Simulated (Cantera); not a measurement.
# Stirred combustor or abatement burner

A perfectly stirred reactor is fed with CH₄ : O₂ : N₂ : H₂O = 1 : 1.82 : 6.84 : 0.23 (molar parts), at 0.230 bar; it is adiabatic with a 775 K inlet, and is followed from long to short residence time, starting on the burning branch (τ in s: 0.048, 0.015, 0.0048, 0.0015, 0.00048, 0.00015, 4.8e-05, 1.5e-05, 4.9e-06).

Model: GRI-Mech 3.0 (53 species, 325 reactions), integrated in Cantera.

```
τ (s)    T (K)     x CH₄     x O₂   x H₂O      x H      x O    x NO₂
-------  -----  --------  -------  ------  -------  -------  -------
0.048     2314   7.65e-6  0.00784   0.190  0.00586  0.00190  7.18e-8
0.015     2250   1.92e-5   0.0104   0.185  0.00841  0.00284  2.74e-8
0.0048    2170   4.90e-5   0.0133   0.179   0.0120  0.00406  9.34e-9
0.0015    2095  0.000141   0.0162   0.173   0.0155  0.00511  3.87e-9
0.00048   2036  0.000452   0.0201   0.170   0.0168  0.00538  2.25e-9
0.00015   1942   0.00216   0.0325   0.166   0.0133  0.00371  1.71e-9
4.8e-5     775     0.101    0.184  0.0233   <1e-12   <1e-12   <1e-12
1.5e-5     775     0.101    0.184  0.0233   <1e-12   <1e-12   <1e-12
4.9e-6     775     0.101    0.184  0.0233   <1e-12   <1e-12   <1e-12
```
x: mole fraction; the columns are a selection and need not sum to one.
